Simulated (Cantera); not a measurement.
Charge: 1 mol NF3, 0.057 mol O2, 23 mol N2, equilibrated at 3023.15 K and 1 atm.

Cantera equilibrium calculation (NASA polynomials, part measured and part estimated; ideal gas, pure solids and liquids). Rates play no part.

Base state: N2 0.883, F 0.113, O 0.00195, NO 0.00182, O2 0.000257, N 1.51e-5 (mole fractions); condensed: gas only.

Problem. What changes in the equilibrium state with this change: NF3 replaced by HI?

Solution. 
```tsv
species	before	after
N2	0.883	0.929
I	0	0.0400
H	0	0.0165
F	0.113	0
H2	0	0.00965
H2O	0	0.00162
OH	0	0.000938
```
Further candidate phases: H2O, I2.

Problem. What changes in the equilibrium state with this change: NF3 replaced by SF6?

Solution. 
```tsv
species	before	after
N2	0.883	0.774
F	0.113	0.196
S	0	0.0172
SF	0	0.00452
S2	0	0.00409
SO	0	0.00303
```
Further candidate phases: S.

Problem. What changes in the equilibrium state with this change: NF3 replaced by HBr?

Solution. 
| species | before | after |
|---|---|---|
| N2 | 0.883 | 0.931 |
| Br | 0 | 0.0369 |
| H | 0 | 0.0157 |
| F | 0.113 | 0 |
| H2 | 0 | 0.00865 |
| HBr | 0 | 0.00356 |
| H2O | 0 | 0.00152 |
| OH | 0 | 0.000932 |
Further candidate phases: Br2, H2O.
